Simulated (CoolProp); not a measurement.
Model: reference Helmholtz-energy equation of state, Zhou 2016, in CoolProp.

**Question.** For R245ca, give the phase and the density (kg/m³), cv (kJ/(kg K)), speed of sound (m/s), fugacity coefficient at 450 K and 1540 kPa; 450 K and 2310 kPa; 450 K and 10000 kPa.

**Answer.** 
- 450 K and 1540 kPa: gas; density 64.7, cv 1.14, speed of sound 149, fugacity coefficient 0.869
- 450 K and 2310 kPa: gas; density 108, cv 1.16, speed of sound 135, fugacity coefficient 0.805
- 450 K and 10000 kPa: supercritical; density 971, cv 1.20, speed of sound 289, fugacity coefficient 0.339
